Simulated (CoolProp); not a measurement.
C3F8 (R218) along the isotherm -57.05 °C: Z from the reference equation and from simpler models built on Tc = 71.9 °C, pc = 2.640 MPa, ω = 0.317; each cubic takes its own stable root.

Computed with CoolProp (reference Helmholtz-energy equation of state, Lemmon 2006). It is a short technical equation, of lower accuracy than the large ones.

| p (MPa) | phase | reference |
|---|---|---|
| 2 | liquid | 0.1235 |
| 4 | liquid | 0.2459 |
| 6 | liquid | 0.3675 |
| 8 | liquid | 0.4881 |
| 10 | liquid | 0.6080 |
| 12 | liquid | 0.7272 |
| 14 | liquid | 0.8456 |
| 16 | liquid | 0.9633 |
| 18 | liquid | 1.080 |
| 20 | liquid | 1.197 |

Q: How far does each simpler model (van der Waals, Redlich-Kwong, Soave-Redlich-Kwong) lie from the reference over these 10 states: mean and median of the absolute difference, and the worst?

A: 
- van der Waals: mean 53.5 %, median 52.8 %, worst +59.0 % at -57.05 °C and 2 MPa
- Redlich-Kwong: mean 7.3 %, median 7.1 %, worst +9.1 % at -57.05 °C and 2 MPa
- Soave-Redlich-Kwong: mean 4.2 %, median 4.1 %, worst +5.0 % at -57.05 °C and 2 MPa
